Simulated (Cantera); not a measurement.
## Equilibrium for silicon carbide growth: Si(CH3)4 + C3H8 + H2 + CH4

Input: 1 mol Si(CH3)4, 0.045 mol C3H8, 8.3 mol H2, 0.67 mol CH4, equilibrated at 10000 Pa.

Equilibrium computed with Cantera from the NASA thermochemical tables; the gas is ideal and each condensed phase is pure. Candidate condensed phases: C, C6H6, C7H8, C8H18, Si, SiC; 87 gas species. Gases not in the tables: Si2H6 and higher silanes. Equilibrium is a limit: real reactors are often held back by kinetics, nucleation or transport.

```tsv
T (K)	x H2	x H	x CH4	x C2H2 (acetylene)	x Si	n C(graphite)	n SiC(s)
1075	0.996	4.63e-8	0.00447	7.49e-9	<1e-12	3.73	1.00
1275	0.999	2.33e-6	0.000925	3.84e-7	<1e-12	3.79	1.00
1475	1.000	4.10e-5	0.000290	6.67e-6	3.79e-10	3.80	1.00
1675	0.999	0.000367	0.000120	5.80e-5	5.83e-8	3.80	1.000
1875	0.998	0.00207	6.03e-5	0.000316	3.03e-6	3.79	1.000
2075	0.990	0.00838	3.44e-5	0.00123	7.30e-5	3.77	0.998
2275	0.968	0.0264	2.11e-5	0.00369	0.000997	3.70	0.977
```
x: gas mole fraction; n: condensed amount in mol.

From 1075 K to 2275 K the condensed part is C(graphite) + SiC(s).
